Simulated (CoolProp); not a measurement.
Vapour-liquid equilibrium of R134a (1) + R123 (2) at 256.7 K; x and y are mole fractions of (1).

Values from CoolProp's multi-fluid Helmholtz-energy mixture model, Tillner-Roth 1994 and Younglove 1994; pair parameters Bell 2016.

```
x     bubble pressure (MPa)  y at the bubble point  dew pressure at overall composition x (MPa)  liquid density (mol/L)
----  ---------------------  ---------------------  -------------------------------------------  ----------------------
0.05                0.02456                  0.434                                      0.01525                   10.36
0.15                0.04364                  0.710                                          [?]                   10.60
0.25                0.06102                  0.813                                      0.01901                   10.85
0.35                0.07652                  0.866                                      0.02168                   11.12
0.45                0.09027                  0.900                                      0.02521                   11.39
0.55                 0.1026                    [?]                                          [?]                   11.68
0.65                 0.1139                  0.942                                      0.03737                   11.98
0.75                 0.1249                  0.958                                      0.04913                   12.30
0.85                 0.1360                  0.974                                      0.07112                   12.65
0.95                 0.1479                  0.991                                       0.1192                   13.01
```

**Question.** Fill in the missing entries.

**Answer.** 
- 0.15, dew pressure at overall composition x (MPa): 0.01692
- 0.55, y at the bubble point: 0.923
- 0.55, dew pressure at overall composition x (MPa): 0.03012

No azeotrope shows between x = 0.05 and 0.95.

The pair parameters rest on a limited set of measurements; away from them the model extrapolates.
